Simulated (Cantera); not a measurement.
Charge: 1 mol SiHCl₃, 3.3 mol NH₃, equilibrated at 53.0 mbar.

Equilibrium computed with Cantera from the NASA thermochemical tables; the gas is ideal and each condensed phase is pure. Candidate condensed phases: NH₄Cl, Si, Si₃N₄; 28 gas species. The tables' values for SiCl₃, SiCl are old estimates; treat these amounts as uncertain. The numbers say what is thermodynamically allowed, not how fast it happens.

log p: log10 of the partial pressure in bar; n: condensed amount in mol.

| T (°C) | log p H₂ | log p HCl | log p N₂ | log p SiCl₂ | log p SiCl₄ | log p SiCl₃ | n Si₃N₄(s) |
|---|---|---|---|---|---|---|---|
| 800 | -1.55 | -1.76 | -2.15 | -6.56 | -3.15 | -5.46 | 0.297 |
| 875 | -1.56 | -1.75 | -2.15 | -5.70 | -3.21 | -4.98 | 0.301 |
| 950 | -1.56 | -1.75 | -2.16 | -4.94 | -3.28 | -4.56 | 0.304 |
| 1025 | -1.56 | -1.75 | -2.16 | -4.29 | -3.34 | -4.20 | 0.303 |
| 1100 | -1.56 | -1.75 | -2.15 | ___ | ___ | -3.91 | 0.298 |
| 1175 | -1.56 | -1.77 | -2.14 | -3.25 | -3.57 | -3.70 | 0.280 |
| 1250 | -1.55 | -1.81 | -2.12 | -2.89 | -3.81 | -3.58 | 0.245 |
| 1325 | -1.54 | -1.87 | -2.09 | -2.62 | -4.14 | -3.58 | 0.193 |
| 1400 | -1.54 | ___ | -2.05 | ___ | ___ | -3.67 | ___ |
| 1475 | -1.53 | -2.05 | -2.03 | -2.33 | -5.04 | -3.81 | 0.0739 |

Q: Some entries are withheld; supply them.

A: 
- 1100, log p SiCl₂: -3.73
- 1100, log p SiCl₄: -3.43
- 1400, log p HCl: -1.95
- 1400, log p SiCl₂: -2.45
- 1400, log p SiCl₄: -4.57
- 1400, n Si₃N₄(s): 0.132
